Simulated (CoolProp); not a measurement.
Vapour-liquid equilibrium of R114 (1) + R113 (2) at 6.13 bar; x and y are mole fractions of (1).

Values from CoolProp's multi-fluid Helmholtz-energy mixture model, Platzer 1990 and Marx 1992; pair parameters Bell 2016. This equation is an older, rougher fit; its heat capacities, sound speeds and derivatives of the liquid may be far off and weren't checked against measurements.

| x | bubble temperature (K) | y at the bubble point | dew temperature at overall composition x (K) | liquid density (mol/L) |
|---|---|---|---|---|
| 0.05 | 384.2 | … | 386.5 | 7.121 |
| 0.125 | 378.4 | 0.270 | 383.9 | … |
| 0.2 | 373.0 | 0.400 | 381.1 | 7.279 |
| 0.275 | 368.0 | 0.509 | 378.2 | 7.349 |
| 0.35 | 363.4 | 0.600 | 375.2 | 7.414 |
| 0.425 | 359.2 | 0.677 | 371.9 | 7.473 |
| 0.5 | 355.3 | 0.742 | 368.5 | 7.528 |
| 0.575 | … | 0.797 | 364.7 | 7.578 |
| 0.65 | 348.3 | 0.845 | 360.7 | 7.623 |
| 0.725 | 345.2 | 0.886 | … | 7.664 |
| 0.8 | 342.3 | 0.922 | 351.5 | 7.701 |
| 0.875 | 339.6 | 0.954 | 346.1 | 7.735 |
| 0.95 | 337.0 | 0.983 | 340.0 | 7.766 |

Problem. Fill in the missing entries.

Solution. 
- 0.05, y at the bubble point: 0.117
- 0.125, liquid density (mol/L): 7.202
- 0.575, bubble temperature (K): 351.7
- 0.725, dew temperature at overall composition x (K): 356.3

No azeotrope shows between x = 0.05 and 0.95.

The pair parameters rest on a limited set of measurements; away from them the model extrapolates.
